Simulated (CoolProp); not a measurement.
Model: reference Helmholtz-energy equation of state, Setzmann 1991, in CoolProp.

Question: Give the vapour pressure (MPa), liquid density (kg/m³), vapour density (kg/m³), enthalpy of vaporisation (kJ/kg) of saturated methane at 146.6 K.

Answer: 
```
T (K)  p (MPa)  liquid density (kg/m³)  vapour density (kg/m³)  enthalpy of vaporisation (kJ/kg)
-----  -------  ----------------------  ----------------------  --------------------------------
146.6    0.889                     365                    14.0                               424
```
